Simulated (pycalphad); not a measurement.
Source of the numbers: pycalphad with the COST 507 light-alloy database (1999); pressure 1 atm. No gas phase is included, though pure Mg would boil below 1650 K. The data set is of 1999 and partly superseded. Kinetics are ignored, which matters at the lower temperatures.

Molar enthalpy of Mg-15.74Si-0.29Al (at.%) in equilibrium (SER reference):

```
T (K)  H (kJ/mol)          phases
-----  ----------  --------------
1650        47.60          LIQUID
1575        45.11          LIQUID
1500        42.62          LIQUID
1425        40.13          LIQUID
1350        37.64          LIQUID
1275        35.15          LIQUID
1250        34.32          LIQUID
1200        28.12  LIQUID + MG2SI
1125        21.52  LIQUID + MG2SI
1050        17.00  LIQUID + MG2SI
975         13.50  LIQUID + MG2SI
900          5.69  HCP_A3 + MG2SI
875          4.97  HCP_A3 + MG2SI
825          3.53  HCP_A3 + MG2SI
750          1.43  HCP_A3 + MG2SI
675         -0.63  HCP_A3 + MG2SI
600         -2.65  HCP_A3 + MG2SI
525         -4.62  HCP_A3 + MG2SI
450         -6.55  HCP_A3 + MG2SI
375         -8.41  HCP_A3 + MG2SI
```

Cooling from 1250 K to 900 K, across the freezing range, releases 28.6 kJ/mol, or 1150 J/g. The slope is 33 J/(mol K) in the liquid and 29 J/(mol K) just below the solidus, where it includes any heat of precipitation. Liquidus 1243 K, solidus 902 K. Changes were sought between steps of 25 K, so a narrower field can be missed.

Database names, with the compositions (at.%) that they take in these runs: MG2SI: Mg 67 Si 33. HCP_A3 is hcp.
